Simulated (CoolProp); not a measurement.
Values from CoolProp's reference Helmholtz-energy equation of state, Thol 2018.

### Question
For hydrogen chloride, give the phase and the Z, expansivity (1/kK) at 153.35 °C and 124 bar; 292.15 °C and 124 bar.

### Answer
- 153.35 °C and 124 bar: supercritical; Z 0.777, expansivity 5.05
- 292.15 °C and 124 bar: supercritical; Z 0.928, expansivity 2.37
